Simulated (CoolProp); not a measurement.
Vapour-liquid equilibrium of R142b (1) + R113 (2) at 180 kPa; x and y are mole fractions of (1).

Values from CoolProp's multi-fluid Helmholtz-energy mixture model, Lemmon 2006 and Marx 1992; pair parameters Bell 2016.

| x | bubble temperature (K) | y at the bubble point | dew temperature at overall composition x (K) | liquid density (mol/L) |
|---|---|---|---|---|
| 0.05 | 330.6 | 0.255 | 337.7 | 8.009 |
| 0.2 | (withheld) | 0.643 | 332.6 | (withheld) |
| 0.35 | 301.2 | 0.798 | 326.8 | 9.080 |
| 0.5 | 293.9 | 0.877 | 320.1 | 9.583 |
| 0.65 | 288.5 | (withheld) | 311.8 | (withheld) |
| 0.8 | 284.2 | 0.960 | 301.0 | 10.67 |
| 0.95 | (withheld) | 0.990 | (withheld) | 11.29 |

Task: Fill in the missing entries.

Result: 
- 0.2, bubble temperature (K): 312.2
- 0.2, liquid density (mol/L): 8.571
- 0.65, y at the bubble point: 0.925
- 0.65, liquid density (mol/L): 10.11
- 0.95, bubble temperature (K): 280.4
- 0.95, dew temperature at overall composition x (K): 285.5

No azeotrope shows between x = 0.05 and 0.95.

Pair parameters are fitted to limited data, so mixtures are less certain than the pure fluids.
